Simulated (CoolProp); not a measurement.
The numbers come from the reference Helmholtz-energy equation of state, Leachman 2009 in CoolProp.

Q: Give the vapour pressure (MPa), enthalpy of vaporisation (kJ/kg), liquid cp (kJ/(kg K)) of saturated normal hydrogen at 26 K.

A: 
| T (K) | p (MPa) | enthalpy of vaporisation (kJ/kg) | liquid cp (kJ/(kg K)) |
|---|---|---|---|
| 26 | 0.394 | 395 | 14.5 |
